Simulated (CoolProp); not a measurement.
Vapour-liquid equilibrium of n-pentane (1) + cyclohexane (2) at 109.65 °C; x and y are mole fractions of (1).

Computed with CoolProp (multi-fluid Helmholtz-energy mixture model, Thol 2019 and Zhou 2014; pair parameters Bell 2016).

```
x     bubble pressure, mixture model (bar)  bubble pressure, Raoult's law (bar)  y, mixture model  y, Raoult's law
----  ------------------------------------  -----------------------------------  ----------------  ---------------
0.05                                 2.521                                2.495             0.147            0.147
0.2                                  3.319                                3.258             0.436            0.450
0.35                                 4.078                                4.020             0.613            0.638
0.5                                  4.814                                4.782             0.736            0.766
0.65                                 5.547                                5.545             0.831            0.859
0.8                                  6.290                                6.307             0.910            0.929
0.95                                 7.059                                7.070             0.979            0.984
```

The largest gap from Raoult's law is +1.9 % in bubble pressure, at x = 0.2. No azeotrope shows between x = 0.05 and 0.95.

The pair parameters rest on a limited set of measurements; away from them the model extrapolates.
